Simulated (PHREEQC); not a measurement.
Model water analysis in mmol/kgw, 25 °C, pH 6.63: Na 210; K 9.99; Ca 9.69; Mg 12.9; Cl 245; S(6) 12.5; Alkalinity (meq/kgw) 0.0379; Sr 0.029.

Valence states are taken as typed.

Equilibrium calculation in PHREEQC: Pitzer model, pitzer.dat.

This is a speciation only: nothing precipitates in the calculation.

Predict the activity of water, charge-balance error.

activity of water 0.992; charge-balance error -0.9 %.

In which forms is C present?

HCO3- 73 %, CO2 27 % of the C.
